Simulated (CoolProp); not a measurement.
Vapour-liquid equilibrium of R125 (1) + R227EA (2) at -30.45 °C; x and y are mole fractions of (1).

Model: multi-fluid Helmholtz-energy mixture model, Lemmon 2005 and Lemmon 2016; pair parameters Bell 2016, in CoolProp.

| x | bubble pressure (bar) | y at the bubble point | dew pressure at overall composition x (bar) | liquid density (mol/L) |
|---|---|---|---|---|
| 0.05 | 0.6102 | 0.174 | 0.5491 | 9.474 |
| 0.125 | 0.7356 | 0.364 | 0.5844 | 9.645 |
| 0.2 | ___ | 0.501 | 0.6247 | ___ |
| 0.275 | 0.9899 | 0.603 | 0.6708 | 10.00 |
| 0.35 | 1.118 | ___ | 0.7243 | 10.19 |
| 0.425 | 1.246 | ___ | 0.7870 | 10.38 |
| 0.5 | ___ | 0.798 | 0.8614 | 10.58 |
| 0.575 | 1.503 | ___ | 0.9513 | 10.78 |
| 0.65 | 1.631 | 0.878 | 1.062 | 10.99 |
| 0.725 | 1.760 | 0.910 | 1.201 | ___ |
| 0.8 | 1.889 | 0.938 | ___ | 11.43 |
| 0.875 | 2.019 | 0.963 | 1.619 | 11.66 |
| 0.95 | 2.150 | 0.986 | 1.948 | 11.90 |

Problem. Fill in the missing entries.

Solution. 
- 0.2, bubble pressure (bar): 0.8623
- 0.2, liquid density (mol/L): 9.821
- 0.35, y at the bubble point: 0.682
- 0.425, y at the bubble point: 0.746
- 0.5, bubble pressure (bar): 1.375
- 0.575, y at the bubble point: 0.841
- 0.725, liquid density (mol/L): 11.20
- 0.8, dew pressure at overall composition x (bar): 1.380

No azeotrope shows between x = 0.05 and 0.95.

Pair parameters are fitted to limited data, so mixtures are less certain than the pure fluids.
